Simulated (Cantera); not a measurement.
A closed system holds: 1 mol CO2, 0.067 mol H2O, 5.1 mol H2, held at 1.33 mbar.

Cantera equilibrium calculation (NASA polynomials, part measured and part estimated; ideal gas, pure solids and liquids). Candidate condensed phases: C, C6H6, C7H8, C8H18, H2O; 110 gas species. Rates play no part. All values below are at 923 K.

Base state: H2 0.709, H2O 0.129, CO 0.118, CO2 0.0440 (mole fractions); condensed: gas only.

Problem. What changes in the equilibrium state with this change: pressure from 1.33 mbar to 0.133 bar?

Solution. 
```json
[
 {"species": "H2", "before": "0.709", "after": "0.706"},
 {"species": "H2O", "before": "0.129", "after": "0.131"},
 {"species": "CO", "before": "0.118", "after": "0.117"},
 {"species": "CH4", "before": "2.08e-7", "after": "0.00199"},
 {"species": "CO2", "before": "0.0440", "after": "0.0443"}
]
```
